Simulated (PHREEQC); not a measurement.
Solution (25 °C): 0.013 mol/kgw HCl and 0.01 mol/kgw Al2(SO4)3. Closed to the air; pH follows from the charge balance.

All values are PHREEQC results (ion-association model, wateq4f.dat), not measurements.

No solid was allowed to form.

Q: Predict the pH, ionic strength.

A: pH 2.10; ionic strength 0.0569 mol/kgw.

Q: In which forms is S present?

A: AlSO4+ 47 %, SO4-2 29 %, HSO4- 12 %, Al(SO4)2- 12 % of the S.
